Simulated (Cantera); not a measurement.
## Premixed flame

A freely propagating, adiabatic, planar premixed flame of CH4 : O2 : N2 : CO2 = 1 : 2.82 : 10.6 : 0.6 (molar parts), unburnt at 525 K and 1.01 bar; mixture-averaged transport, grid criteria slope 0.08 and curve 0.16, no radiation.

Computed with Cantera and GRI-Mech 3.0 (53 species, 325 reactions). Burning velocities carry a grid error of a few per cent, more on coarse grids.

```csv
z (mm),T (K),u (m/s),x CH4,x O2,x CO2,x OH,x C2H2,x CO
-1.59,525,0.501,0.0665,0.188,0.0399,<1e-8,<1e-8,7.55e-6
-1.06,529,0.505,0.0662,0.187,0.0399,<1e-8,1.28e-8,8.22e-5
-0.796,541,0.518,0.0653,0.186,0.0399,<1e-8,6.24e-8,0.000331
-0.531,604,0.579,0.0612,0.181,0.0403,2.12e-7,4.37e-7,0.00176
-0.265,909,0.878,0.0429,0.155,0.0447,1.32e-5,3.49e-6,0.0100
-0.133,1224,1.19,0.0240,0.124,0.0522,0.000148,8.51e-6,0.0198
0,1543,1.50,0.00556,0.0881,0.0648,0.00146,1.31e-5,0.0284
0.133,1680,1.63,0.000326,0.0690,0.0780,0.00395,1.21e-6,0.0238
0.265,1733,1.68,1.09e-5,0.0631,0.0867,0.00488,2.01e-8,0.0168
0.531,1797,1.73,1.58e-8,0.0593,0.0946,0.00501,<1e-8,0.00993
1.06,1860,1.78,<1e-8,0.0569,0.0996,0.00432,<1e-8,0.00561
2.12,1905,1.82,<1e-8,0.0556,0.103,0.00316,<1e-8,0.00280
4.25,1930,1.84,<1e-8,0.0550,0.105,0.00207,<1e-8,0.00115
```
x: mole fraction of selected species; z is measured from the peak of heat release.

```yaml
laminar_burning_velocity: 50.1 cm/s
thermal_thickness: 0.531 mm
peak x(OH): 0.00507
peak x(C2H2): 1.39e-5
peak x(CO): 0.0285
grid_points: 133
```
